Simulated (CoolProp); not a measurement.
Vapour-liquid equilibrium of 1-butene (1) + n-butane (2) at 314.7 K; x and y are mole fractions of (1).

Model: multi-fluid Helmholtz-energy mixture model, Lemmon 2005 and Bücker 2006; pair parameters Bell 2016, in CoolProp.

| x | bubble pressure, mixture model (kPa) | bubble pressure, Raoult's law (kPa) | y, mixture model | y, Raoult's law |
|---|---|---|---|---|
| 0.05 | 399.5 | 399.2 | 0.059 | 0.060 |
| 0.2 | 412.9 | 411.5 | 0.231 | 0.232 |
| 0.35 | 426.5 | 423.8 | 0.392 | 0.394 |
| 0.5 | 439.8 | 436.1 | 0.543 | 0.547 |
| 0.65 | 452.3 | 448.4 | 0.686 | 0.692 |
| 0.8 | 463.8 | 460.7 | 0.822 | 0.828 |
| 0.95 | 474.0 | 473.0 | 0.956 | 0.958 |

The largest gap from Raoult's law is +0.9 % in bubble pressure, at x = 0.65. No azeotrope shows between x = 0.05 and 0.95.

Pair parameters are fitted to limited data, so mixtures are less certain than the pure fluids.
